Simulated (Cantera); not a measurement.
Feed: 1 mol Si₂Cl₆, 6.2 mol NH₃, 3.9 mol H₂, at 1.00 bar.

Equilibrium computed with Cantera from the NASA thermochemical tables; the gas is ideal and each condensed phase is pure. Candidate condensed phases: NH₄Cl, Si, Si₃N₄; 28 gas species. The feed counts by its element totals alone. The tables' values for SiCl₃ are old estimates; treat these amounts as uncertain. Rates play no part.

x: gas mole fraction; n: condensed amount in mol.

```
T (°C)   x H₂  x HCl   x N₂  x SiCl₄   x SiCl₂   x SiCl₃  x SiHCl₃  n Si₃N₄(s)
------  -----  -----  -----  -------  --------  --------  --------  ----------
1025    0.593  0.288  0.107   0.0107  0.000100  0.000423  0.000993       0.594
1075    0.592  0.290  0.107      [?]       [?]  0.000701       [?]       0.595
1125    0.591  0.290  0.107  0.00903  0.000581   0.00111   0.00129       0.595
1175    0.590  0.290  0.107      [?]       [?]   0.00167   0.00142       0.592
1225    0.590  0.288  0.108  0.00727   0.00254   0.00241   0.00153       0.584
1275    0.591  0.284  0.109  0.00627   0.00480   0.00328   0.00159       0.571
1325    0.592  0.277  0.111  0.00519   0.00847   0.00421   0.00159       0.549
```

Q: Fill in the missing entries.

A: 
- 1175, x SiCl₄: 0.00818
- 1175, x SiCl₂: 0.00126
- 1075, x SiCl₄: 0.00985
- 1075, x SiCl₂: 0.000250
- 1075, x SiHCl₃: 0.00114
